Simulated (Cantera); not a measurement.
An isothermal, constant-pressure homogeneous reactor starts with N2O : O2 = 1 : 2.6 (molar parts), at 1048 K and 128 Torr.

Computed with Cantera and GRI-Mech 3.0 (53 species, 325 reactions). GRI-Mech 3.0 was tuned for natural gas; its chemistry of N2O as a main component is partial and can be far from experiment. The mechanism lacks the step 2 NO + O2 → 2 NO2, which can matter for NO2 below about 1400 K. The temperature is held fixed by assumption; the heat of reaction is taken as removed at once.

x: mole fraction; the columns are a selection and need not sum to one.

| t (s) | x N2O | x O2 | x NO | x NO2 | x O | x N2 |
|---|---|---|---|---|---|---|
| 1.00e-5 | 0.278 | 0.722 | 1.22e-11 | <1e-12 | [?] | 5.38e-9 |
| 3.15e-5 | 0.278 | 0.722 | 1.17e-10 | <1e-12 | [?] | 1.76e-8 |
| 9.92e-5 | 0.278 | 0.722 | 1.05e-9 | <1e-12 | [?] | 6.17e-8 |
| 0.000312 | 0.278 | 0.722 | 7.94e-9 | <1e-12 | [?] | 2.36e-7 |
| 0.000984 | 0.278 | 0.722 | 4.21e-8 | <1e-12 | 1.17e-7 | 8.99e-7 |
| 0.00310 | 0.278 | 0.722 | 1.59e-7 | <1e-12 | 1.18e-7 | 3.07e-6 |
| 0.00976 | 0.278 | 0.722 | 5.27e-7 | 7.41e-12 | 1.18e-7 | 9.90e-6 |
| 0.0307 | 0.278 | 0.722 | 1.69e-6 | 7.54e-11 | 1.18e-7 | 3.14e-5 |
| 0.0968 | 0.278 | 0.722 | 5.33e-6 | 7.40e-10 | 1.18e-7 | 9.92e-5 |
| 0.305 | 0.277 | 0.722 | 1.68e-5 | 6.87e-9 | 1.18e-7 | 0.000312 |
| 0.960 | 0.277 | 0.722 | 5.28e-5 | 5.58e-8 | 1.18e-7 | 0.000983 |
| 3.02 | 0.274 | 0.723 | 0.000165 | 3.34e-7 | 1.18e-7 | 0.00308 |
| 9.53 | 0.267 | 0.723 | 0.000512 | 1.35e-6 | 1.18e-7 | 0.00954 |
| 30.0 | 0.244 | 0.726 | 0.00153 | 4.35e-6 | 1.16e-7 | 0.0286 |

Question: Some entries are withheld; supply them.

Answer: 
- 1.00e-5, x O: 5.15e-9
- 3.15e-5, x O: 1.55e-8
- 9.92e-5, x O: 4.22e-8
- 0.000312, x O: 8.88e-8
